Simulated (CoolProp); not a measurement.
Vapour-liquid equilibrium of n-octane (1) + n-dodecane (2) at 0.113 bar; x and y are mole fractions of (1).

Model: multi-fluid Helmholtz-energy mixture model, Beckmüller 2019 and Lemmon 2004; pair parameters Bell 2016, in CoolProp.

```
x      bubble temperature (°C)  y at the bubble point  dew temperature at overall composition x (°C)  liquid density (mol/L)
-----  -----------------------  ---------------------  ---------------------------------------------  ----------------------
0.05                     128.4                  0.417                                          140.2                   3.978
0.125                    113.7                  0.706                                          138.1                   4.135
0.2                      103.1                  0.832                                          135.9                   4.279
0.275                     95.1                  0.896                                          133.5                   4.416
0.35                      88.7                  0.933                                          130.9                   4.552
0.425                     83.6                  0.955                                          128.1                   4.687
0.5                       79.3                  0.969                                          124.9                   4.825
0.575                     75.6                  0.979                                          121.3                   4.965
0.65                      72.4                  0.985                                          117.2                   5.109
0.725                     69.6                  0.990                                          112.3                   5.257
0.8                       67.1                  0.994                                          106.3                   5.411
0.875                     64.9                  0.997                                           98.1                   5.570
0.95                      62.9                  0.999                                           84.8                   5.735
```

No azeotrope shows between x = 0.05 and 0.95.

Pair parameters are fitted to limited data, so mixtures are less certain than the pure fluids.
